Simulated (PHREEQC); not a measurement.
Solution (25 °C): 0.24 mol/kgw MnSO4, 5.3e-05 mol/kgw CuCl2, 0.042 mol/kgw H2SO4 and 0.067 mol/kgw NaCl. Closed to the air; pH follows from the charge balance.

All values are PHREEQC results (ion-association model, phreeqc.dat), not measurements.

| quantity | before | after |
|---|---|---|
| pH | 1.70 | 1.83 |
| ionic strength (mol/kgw) | 0.595 | 0.530 |
| Mn+2 (mol/kgw) | 0.129 | 0.117 |
| SO4-2 (mol/kgw) | 0.114 | 0.0942 |
| MnSO4 (mol/kgw) | 0.104 | 0.117 |
| Na+ (mol/kgw) | 0.0601 | 0.0605 |
| SI of Halite (NaCl) | -4.35 | -4.37 |

Question: What was changed between the two runs?
A) H2SO4 replaced by Fe2(SO4)3 at the same molality
B) CuCl2 from 5.3e-05 to 1.06e-05 mol/kgw
C) diluted 5-fold with water
D) H2SO4 from 0.042 to 0.21 mol/kgw
E) temperature from 25 to 50 °C

Answer: E, temperature from 25 to 50 °C

Precipitation was switched off in this run. Constants without temperature data keep their 25 °C values here.
